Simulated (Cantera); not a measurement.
**Moist CO burnout**

An isothermal, constant-pressure homogeneous reactor starts with 1.75 % CO, 0.971 % O₂, 0.155 % H₂O, 97.1 % N₂, equivalence ratio 0.90, at 1523 K and 1.01 bar.

Model: GRI-Mech 3.0 (53 species, 325 reactions), integrated in Cantera.

```json
[
 {"t (s)": "7.00e-5", "x CO": "0.0175", "x O₂": "0.00971", "x H₂O": "0.00155", "x O": "3.26e-8", "x CO₂": "3.62e-8"},
 {"t (s)": "0.000228", "x CO": "0.0175", "x O₂": "0.00971", "x H₂O": "0.00155", "x O": "1.50e-7", "x CO₂": "1.98e-7"},
 {"t (s)": "0.000743", "x CO": "0.0175", "x O₂": "0.00970", "x H₂O": "0.00155", "x O": "6.60e-6", "x CO₂": "9.92e-6"},
 {"t (s)": "0.00242", "x CO": "0.0107", "x O₂": "0.00555", "x H₂O": "0.000736", "x O": "0.00211", "x CO₂": "0.00685"},
 {"t (s)": "0.00788", "x CO": "0.00400", "x O₂": "0.00283", "x H₂O": "0.00118", "x O": "0.000521", "x CO₂": "0.0136"},
 {"t (s)": "0.0257", "x CO": "0.00156", "x O₂": "0.00171", "x H₂O": "0.00145", "x O": "0.000113", "x CO₂": "0.0161"},
 {"t (s)": "0.0837", "x CO": "0.000547", "x O₂": "0.00123", "x H₂O": "0.00152", "x O": "2.80e-5", "x CO₂": "0.0171"},
 {"t (s)": "0.273", "x CO": "0.000160", "x O₂": "0.00105", "x H₂O": "0.00155", "x O": "7.00e-6", "x CO₂": "0.0175"},
 {"t (s)": "0.888", "x CO": "3.93e-5", "x O₂": "0.000988", "x H₂O": "0.00156", "x O": "1.66e-6", "x CO₂": "0.0176"},
 {"t (s)": "2.89", "x CO": "9.85e-6", "x O₂": "0.000974", "x H₂O": "0.00156", "x O": "4.22e-7", "x CO₂": "0.0176"},
 {"t (s)": "9.42", "x CO": "4.26e-6", "x O₂": "0.000972", "x H₂O": "0.00157", "x O": "1.87e-7", "x CO₂": "0.0176"},
 {"t (s)": "30.7", "x CO": "3.89e-6", "x O₂": "0.000972", "x H₂O": "0.00157", "x O": "1.72e-7", "x CO₂": "0.0176"},
 {"t (s)": "100", "x CO": "3.89e-6", "x O₂": "0.000972", "x H₂O": "0.00157", "x O": "1.72e-7", "x CO₂": "0.0176"}
]
```
x: mole fraction; the columns are a selection and need not sum to one.

Equilibrium at this temperature and pressure: CO 3.97e-6, O₂ 0.000930, H₂O 0.00157, O 1.68e-7, CO₂ 0.0176 (gas phase only).
